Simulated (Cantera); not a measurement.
A Cantera script and its output.

```python
import numpy as np
import cantera as ct

gas = ct.Solution("h2o2.yaml")
gas.TPX = 1450, 2666, {'H2': 0.11, 'O2': 1}
inlet = ct.Reservoir(gas, clone=True)

reactor = ct.IdealGasConstPressureReactor(gas, energy="off", clone=False)
exhaust = ct.Reservoir(gas, clone=True)
tau = [15, 4.1, 1.1, 0.31, 0.087, 0.024, 0.0067, 0.0019][0]
for a, b in ((inlet, reactor), (reactor, exhaust)):
    ct.MassFlowController(a, b, mdot=lambda t: reactor.mass / tau)
net = ct.ReactorNet([reactor])
show = ['H2', 'O2', 'H2O', 'HO2', 'H2O2', 'O', 'H']

rows = []
print(f"{'tau/s':>10s}{'T/K':>9s}" + "".join(f"{s:>11s}" for s in show))
for tau in [15, 4.1, 1.1, 0.31, 0.087, 0.024, 0.0067, 0.0019]:
    net.initial_time = 0.0
    net.advance(30 * tau)
    before = gas.X
    net.advance(40 * tau)
    drift = np.max(np.abs(gas.X - before) / (gas.X + 1e-9))
    rows.append([gas.T, *gas[show].X, drift])
    print(f"{tau:10.3e}{gas.T:9.1f}" + "".join(f"{x:11.3e}" for x in gas[show].X))
```

Output:

```
     tau/s      T/K         H2         O2        H2O        HO2       H2O2          O          H
 1.500e+01   1450.0  3.004e-05  8.948e-01  1.036e-01  3.961e-07  2.109e-08  4.314e-04  1.045e-05
 4.100e+00   1450.0  7.069e-05  8.939e-01  1.032e-01  7.688e-07  3.465e-08  1.035e-03  3.881e-05
 1.100e+00   1450.0  1.663e-04  8.921e-01  1.025e-01  1.449e-06  5.487e-08  2.488e-03  1.445e-04
 3.100e-01   1450.0  3.709e-04  8.883e-01  1.012e-01  2.453e-06  8.151e-08  5.674e-03  4.979e-04
 8.700e-02   1450.0  7.978e-04  8.806e-01  9.879e-02  3.711e-06  1.141e-07  1.244e-02  1.619e-03
 2.400e-02   1450.0  1.599e-03  8.663e-01  9.432e-02  4.912e-06  1.465e-07  2.499e-02  4.636e-03
 6.700e-03   1450.0  2.807e-03  8.479e-01  8.799e-02  5.646e-06  1.687e-07  4.106e-02  9.939e-03
 1.900e-03   1450.0  4.682e-03  8.351e-01  8.168e-02  5.941e-06  1.851e-07  5.159e-02  1.496e-02
```

Detailed kinetics in Cantera: the H2/O2 subset of GRI-Mech 3.0, which has no nitrogen chemistry. Radical loss at walls, strong at low pressure, is not modelled. The temperature is held fixed by assumption; the heat of reaction is taken as removed at once.
